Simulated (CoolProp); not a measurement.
Vapour-liquid equilibrium of toluene (1) + n-dodecane (2) at 248.85 °C; x and y are mole fractions of (1).

Model: multi-fluid Helmholtz-energy mixture model, Lemmon 2006 and Lemmon 2004; pair parameters Bell 2016, in CoolProp.

```json
[
 {"x": "0.05", "bubble pressure, mixture model (bar)": "2.511", "bubble pressure, Raoult's law (bar)": "2.793", "y, mixture model": "0.195", "y, Raoult's law": "0.294"},
 {"x": "0.2", "bubble pressure, mixture model (bar)": "4.069", "bubble pressure, Raoult's law (bar)": "4.947", "y, mixture model": "0.553", "y, Raoult's law": "0.665"},
 {"x": "0.35", "bubble pressure, mixture model (bar)": "5.924", "bubble pressure, Raoult's law (bar)": "7.102", "y, mixture model": "0.734", "y, Raoult's law": "0.810"},
 {"x": "0.5", "bubble pressure, mixture model (bar)": "8.000", "bubble pressure, Raoult's law (bar)": "9.256", "y, mixture model": "0.837", "y, Raoult's law": "0.888"},
 {"x": "0.65", "bubble pressure, mixture model (bar)": "10.27", "bubble pressure, Raoult's law (bar)": "11.41", "y, mixture model": "0.903", "y, Raoult's law": "0.936"},
 {"x": "0.8", "bubble pressure, mixture model (bar)": "12.74", "bubble pressure, Raoult's law (bar)": "13.57", "y, mixture model": "0.951", "y, Raoult's law": "0.969"},
 {"x": "0.95", "bubble pressure, mixture model (bar)": "15.47", "bubble pressure, Raoult's law (bar)": "15.72", "y, mixture model": "0.989", "y, Raoult's law": "0.993"}
]
```

The largest gap from Raoult's law is -17.7 % in bubble pressure, at x = 0.2. No azeotrope shows between x = 0.05 and 0.95.

The pair parameters rest on a limited set of measurements; away from them the model extrapolates.
